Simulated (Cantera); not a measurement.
Input: 1 mol Si, 1.9 mol Cl₂, 2.9 mol H₂, at 0.140 bar.

Equilibrium computed with Cantera from the NASA thermochemical tables; the gas is ideal and each condensed phase is pure. Candidate condensed phases: Si; 19 gas species. Equilibrium is a limit: real reactors are often held back by kinetics, nucleation or transport.

### Question
Which condensed phases are stable at each of these points (T (°C)): 552, 577, 602, 627, 652, 677, 702, 727?

### Answer
```
T (°C)  condensed phases  Si condensed (%)
------  ----------------  ----------------
552             gas only               0.0
577             gas only               0.0
602                Si(s)               0.0
627                Si(s)               0.2
652                Si(s)               0.5
677                Si(s)               0.7
702                Si(s)               1.0
727                Si(s)               1.3
```

From 552 °C to 577 °C nothing is condensed. From 602 °C to 727 °C the condensed part is Si(s).
